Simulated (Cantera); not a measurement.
Input: 1 mol MgO, 0.23 mol H2S, 0.1 mol H2O, equilibrated at 0.150 bar.

Equilibrium computed with Cantera from the NASA thermochemical tables; the gas is ideal and each condensed phase is pure. Candidate condensed phases: H2O, H2SO4, Mg, MgO, Mg(OH)2, MgS, MgSO4, S; 26 gas species. Rates play no part. All values below are at 1425 K.

Base state: H2 0.321, H2S 0.264, H2O 0.252, S2 0.158, SH 0.00267, SO2 0.000756, S2O 0.000218, SO 0.000144 (mole fractions); condensed: MgO(s).

### Question
What changes in the equilibrium state with this change: pressure from 0.150 bar to 0.0133 bar?

### Answer
```
species        before     after
-----------  --------  --------
H2              0.321     0.428
H2O             0.252     0.235
S2              0.158     0.210
H2S             0.264     0.121
H             9.99e-6   3.87e-5
S             1.67e-5   6.47e-5
SO           0.000144  0.000387
SO2          0.000756   0.00142
MgO(s), mol      1.00      1.00
```
